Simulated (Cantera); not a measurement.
Feed: 1 mol Si, a varied amount of HCl, at 702 °C and 10000 Pa.

Method: chemical equilibrium by Gibbs-energy minimisation in Cantera with the NASA 1993 tables (ideal gas, pure condensed phases). Candidate condensed phases: Si; 19 gas species. Rates play no part.

**Question.** What share of the Si ends up in condensed phases as a function of n(HCl) (mol), at 1, 1.3, 1.5, 1.9, 2.3, 2.7, 3.3, 4, 4.9, 5.9, 7.1?

**Answer.** 
```
n(HCl) (mol)  Si condensed (%)     as
------------  ----------------  -----
1                         74.1  Si(s)
1.3                       66.4  Si(s)
1.5                       61.2  Si(s)
1.9                       50.8  Si(s)
2.3                       40.5  Si(s)
2.7                       30.2  Si(s)
3.3                       14.6  Si(s)
4                          0.0      -
4.9                        0.0      -
5.9                        0.0      -
7.1                        0.0      -
```
